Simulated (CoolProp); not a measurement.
Hydrogen chloride at 292.25 K and 9.25 MPa is throttled through a valve to 4.34 MPa with no heat exchange. Each further row changes one setting.

Computed with CoolProp (reference Helmholtz-energy equation of state, Thol 2018).

```json
[
 {"case": "as stated", "temperature change (K)": "-1.8", "final phase": "liquid", "final density (kg/m³)": "854"},
 {"case": "outlet pressure 1.3 MPa", "temperature change (K)": "-43.3", "final phase": "two-phase, vapour fraction 0.229", "final density (kg/m³)": "109"},
 {"case": "outlet pressure 5.64 MPa", "temperature change (K)": "-1.2", "final phase": "liquid", "final density (kg/m³)": "862"}
]
```
